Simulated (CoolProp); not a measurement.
R1234ze(Z) along the isotherm 440 K: Z from the reference equation and from simpler models built on Tc = 423.3 K, pc = 3.531 MPa, ω = 0.327; each cubic takes its own stable root.

The numbers come from the reference Helmholtz-energy equation of state, Akasaka 2019 in CoolProp.

| p (MPa) | phase | reference |
|---|---|---|
| 0.53 | gas | 0.9495 |
| 1.06 | gas | 0.8960 |
| 1.59 | gas | 0.8387 |
| 2.12 | gas | 0.7767 |
| 2.65 | gas | 0.7083 |
| 3.18 | gas | 0.6309 |
| 3.71 | supercritical | 0.5382 |
| 4.24 | supercritical | 0.4153 |
| 4.77 | supercritical | 0.2937 |
| 5.3 | supercritical | 0.2685 |

Task: How far does each simpler model (van der Waals, Redlich-Kwong, Soave-Redlich-Kwong, Peng-Robinson) lie from the reference over these 10 states: mean and median of the absolute difference, and the worst?

Result: 
- van der Waals: mean 9.2 %, median 4.6 %, worst +37.5 % at 440 K and 5.3 MPa
- Redlich-Kwong: mean 5.0 %, median 2.0 %, worst +23.2 % at 440 K and 5.3 MPa
- Soave-Redlich-Kwong: mean 9.4 %, median 4.4 %, worst +31.9 % at 440 K and 5.3 MPa
- Peng-Robinson: mean 4.9 %, median 0.6 %, worst +21.5 % at 440 K and 5.3 MPa
